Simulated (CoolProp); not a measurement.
A simple Rankine cycle with R245ca: condensing at 329.15 K, boiler at 1.42 MPa, turbine inlet 394.4 K, turbine efficiency 0.9, pump efficiency 0.6, no recuperator. Each further row changes one setting.

Values from CoolProp's reference Helmholtz-energy equation of state, Zhou 2016.

```csv
case,thermal efficiency (%),net work (kJ/kg),heat in (kJ/kg),turbine exit temperature (K),volume ratio over the turbine
as stated,11.4,26.7,235,350.8,5.39
turbine inlet 414.4 K,___,29.4,___,___,___
condensing temperature 321.15 K,12.7,31.2,246,345.2,6.91
boiler pressure 0.994 MPa,9.2,22.4,___,363.3,3.53
turbine efficiency 0.8,10.1,23.6,235,353.8,5.45
```

Task: Complete the blanks.

Result: 
- turbine inlet 414.4 K, thermal efficiency (%): 11.3
- turbine inlet 414.4 K, heat in (kJ/kg): 261
- turbine inlet 414.4 K, turbine exit temperature (K): 372.8
- turbine inlet 414.4 K, volume ratio over the turbine: 5.17
- boiler pressure 0.994 MPa, heat in (kJ/kg): 244
